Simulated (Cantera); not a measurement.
A perfectly stirred reactor is fed with CH4 : N2 = 1 : 180 (molar parts), at 2670 Pa; it is held at 1523 K, and followed from long to short residence time.

Detailed kinetics in Cantera: GRI-Mech 3.0 (53 species, 325 reactions). GRI-Mech 3.0 stops at C3 and has no aromatics, soot or wall deposition, so with more carbon than oxygen in the feed, carbon stays in small species such as C2H2 where larger ones or solid carbon would form. Radical loss at walls, strong at low pressure, is not modelled.

What does this change do: temperature 1523 to 1325 K?


```
quantity                  before     after
----------------------  --------  --------
x(CH4) at τ = 1.30 s     0.00437   0.00552
x(CH3) at τ = 1.30 s     6.57e-5   1.88e-6
x(C2H2) at τ = 1.30 s   0.000433   1.93e-8
x(CH2) at τ = 1.30 s     3.25e-8  2.05e-11
x(C2H) at τ = 1.30 s    9.14e-10    <1e-12
x(CH4) at τ = 25.0 ms    0.00552   0.00552
x(CH3) at τ = 25.0 ms    3.62e-6   4.01e-8
x(C2H2) at τ = 25.0 ms   1.38e-9    <1e-12
x(CH2) at τ = 25.0 ms   1.20e-10    <1e-12
x(C2H) at τ = 25.0 ms     <1e-12    <1e-12
```

What does this change do: CH4 1 to 3.5 parts?


| quantity | before | after |
|---|---|---|
| x(CH4) at τ = 1.30 s | 0.00437 | 0.0144 |
| x(CH3) at τ = 1.30 s | 6.57e-5 | 0.000134 |
| x(C2H2) at τ = 1.30 s | 0.000433 | 0.00191 |
| x(CH2) at τ = 1.30 s | 3.25e-8 | 4.48e-8 |
| x(C2H) at τ = 1.30 s | 9.14e-10 | 2.20e-9 |
| x(CH4) at τ = 25.0 ms | 0.00552 | 0.0191 |
| x(CH3) at τ = 25.0 ms | 3.62e-6 | 1.28e-5 |
| x(C2H2) at τ = 25.0 ms | 1.38e-9 | 1.78e-8 |
| x(CH2) at τ = 25.0 ms | 1.20e-10 | 3.78e-10 |
| x(C2H) at τ = 25.0 ms | <1e-12 | <1e-12 |
